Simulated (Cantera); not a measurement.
Gas mixture: C2H6 : C2H4 = 0.75 : 0.43 (molar parts), at 1.00 bar, frozen composition.

Cantera's kinetic-theory transport with the Lennard-Jones parameters of GRI-Mech 3.0, ideal gas; thermal conductivity in the mixture-averaged form. The composition is frozen, though it would react at the higher temperatures.

One state of this run: ρ (kg/m³) = 0.588; cp (J/kg/K) = 2818; μ (µPa s) = 18.0; λ (mW/m/K) = 67.3; Pr = 0.754; D (cm²/s) O = 0.816; D (cm²/s) CH4 = 0.581; D (cm²/s) H = 3.06. D: mixture-averaged diffusion coefficient of that species in the mixture.

**Question.** Which value of T (K) does it belong to?
(A) 1400
(B) 600
(C) 400
(D) 1000

**Answer.** B, 600
